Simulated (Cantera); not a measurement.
## Stirred combustor or abatement burner

A perfectly stirred reactor is fed with C3H8 : O2 : N2 = 1 : 4.55 : 33.2 (molar parts), equivalence ratio 1.1, at 1880 Torr; it is adiabatic with a 625 K inlet, and is followed from long to short residence time, starting on the burning branch (τ in s: 0.083, 0.035, 0.015, 0.0062, 0.0026, 0.0011, 0.00046, 0.00019, 8.2e-05).

Cantera simulation using GRI-Mech 3.0 (53 species, 325 reactions); the numbers are that mechanism's predictions, not measurements. GRI-Mech 3.0 was tuned for natural gas; its chemistry of propane as a main component is partial and can be far from experiment.

```
τ (s)    T (K)   x C3H8      x O2    x C2H   x C2H6      x NO     x CH3
-------  -----  -------  --------  -------  -------  --------  --------
0.083     1859  4.53e-7  0.000264  1.05e-8  2.68e-9  0.000121   3.64e-6
0.035     1853  8.46e-7  0.000475  1.73e-8  4.39e-9  0.000139   5.17e-6
0.015     1845  1.54e-6  0.000828  2.80e-8  7.35e-9  0.000151   7.38e-6
0.0062    1831  2.85e-6   0.00143  4.55e-8  1.36e-8  0.000156   1.10e-5
0.0026    1812  5.29e-6   0.00234  7.24e-8  2.80e-8  0.000148   1.73e-5
0.0011    1785  1.01e-5   0.00369  1.13e-7  6.52e-8  0.000127   2.91e-5
0.00046   1748  2.15e-5   0.00588  1.77e-7  1.81e-7   9.34e-5   5.45e-5
0.00019   1680  6.14e-5    0.0109  2.62e-7  8.36e-7   4.72e-5  0.000129
8.2e-5     625   0.0258     0.117   <1e-12   <1e-12    <1e-12    <1e-12
```
x: mole fraction; the columns are a selection and need not sum to one.
